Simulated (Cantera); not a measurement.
**Formation from one mole of Cl2**

Standard-state values (1 bar) from the NASA 1993 polynomials, evaluated with Cantera. Values are per mole of reaction as written; species without (g) are pure solids or liquids, kept so even where they would boil at 1 bar.

Pb + Cl2(g) → PbCl2(g)

```json
[
 {"T (K)": "300", "ΔH° (kJ)": "-174.1", "ΔS° (J/K)": "29.3", "ΔG° (kJ)": "-182.9", "log10 K": "31.84", "condensed phases": "Pb(s)"},
 {"T (K)": "873", "ΔH° (kJ)": "-183.6", "ΔS° (J/K)": "12.9", "ΔG° (kJ)": "-194.9", "log10 K": "11.66", "condensed phases": "Pb(l)"},
 {"T (K)": "898", "ΔH° (kJ)": "-183.9", "ΔS° (J/K)": "12.6", "ΔG° (kJ)": "-195.2", "log10 K": "11.35", "condensed phases": "Pb(l)"},
 {"T (K)": "923", "ΔH° (kJ)": "-184.1", "ΔS° (J/K)": "12.3", "ΔG° (kJ)": "-195.5", "log10 K": "11.06", "condensed phases": "Pb(l)"},
 {"T (K)": "948", "ΔH° (kJ)": "-184.3", "ΔS° (J/K)": "12.1", "ΔG° (kJ)": "-195.8", "log10 K": "10.79", "condensed phases": "Pb(l)"},
 {"T (K)": "973", "ΔH° (kJ)": "-184.5", "ΔS° (J/K)": "11.9", "ΔG° (kJ)": "-196.1", "log10 K": "10.53", "condensed phases": "Pb(l)"},
 {"T (K)": "998", "ΔH° (kJ)": "-184.8", "ΔS° (J/K)": "11.6", "ΔG° (kJ)": "-196.4", "log10 K": "10.28", "condensed phases": "Pb(l)"},
 {"T (K)": "1023", "ΔH° (kJ)": "-185.0", "ΔS° (J/K)": "11.4", "ΔG° (kJ)": "-196.7", "log10 K": "10.04", "condensed phases": "Pb(l)"},
 {"T (K)": "1048", "ΔH° (kJ)": "-185.2", "ΔS° (J/K)": "11.2", "ΔG° (kJ)": "-197.0", "log10 K": "9.82", "condensed phases": "Pb(l)"}
]
```

0.6667 Ti + Cl2(g) → 0.6667 TiCl3(g)

| T (K) | ΔH° (kJ) | ΔS° (J/K) | ΔG° (kJ) | log10 K |
|---|---|---|---|---|
| 300 | -359.6 | -32.3 | -349.9 | 60.91 |
| 873 | -359.8 | -32.9 | -331.1 | 19.81 |
| 898 | -359.9 | -32.9 | -330.3 | 19.21 |
| 923 | -359.9 | -33.0 | -329.4 | 18.64 |
| 948 | -359.9 | -33.0 | -328.6 | 18.11 |
| 973 | -360.0 | -33.1 | -327.8 | 17.60 |
| 998 | -360.0 | -33.1 | -327.0 | 17.11 |
| 1023 | -360.1 | -33.2 | -326.1 | 16.65 |
| 1048 | -360.2 | -33.3 | -325.3 | 16.21 |

Fe + Cl2(g) → FeCl2(g)

| T (K) | ΔH° (kJ) | ΔS° (J/K) | ΔG° (kJ) | log10 K |
|---|---|---|---|---|
| 300 | -141.0 | 48.9 | -155.7 | 27.10 |
| 873 | -145.3 | 41.9 | -182.0 | 10.89 |
| 898 | -145.8 | 41.5 | -183.0 | 10.64 |
| 923 | -146.2 | 40.9 | -184.0 | 10.41 |
| 948 | -146.8 | 40.4 | -185.0 | 10.20 |
| 973 | -147.3 | 39.8 | -186.0 | 9.99 |
| 998 | -148.0 | 39.1 | -187.0 | 9.79 |
| 1023 | -148.8 | 38.3 | -188.0 | 9.60 |
| 1048 | -150.1 | 37.1 | -188.9 | 9.42 |
